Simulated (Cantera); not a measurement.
Charge: 1 mol Cr, 2.1 mol NH3, 1.9 mol H2, held at 1573.15 K and 5.50 Pa.

Method: chemical equilibrium by Gibbs-energy minimisation in Cantera with the NASA 1993 tables (ideal gas, pure condensed phases). Candidate condensed phases: Cr, CrN, Cr2N; 11 gas species. Kinetics and transport are ignored.

Base state: H2 0.788, N2 0.164, Cr 0.0428, H 0.00487 (mole fractions); condensed: Cr(s).

Problem. What changes in the equilibrium state with this change: Cr replaced by Zr?

Solution. 
```tsv
species	before	after
H2	0.788	0.897
N2	0.164	0.0980
H	0.00487	0.00520
Cr	0.0428	0
Cr(s), mol	0.726	0
ZrN(s), mol	0	1.00
```
ZrN: taken at fixed stoichiometry. Further candidate phases: Zr, ZrN.

Problem. What changes in the equilibrium state with this change: pressure from 5.50 Pa to 5.60 mbar?

Solution. 
```tsv
species	before	after
H2	0.788	0.827
N2	0.164	0.172
H	0.00487	0.000495
Cr	0.0428	0.000421
Cr(s), mol	0.726	0.997
```
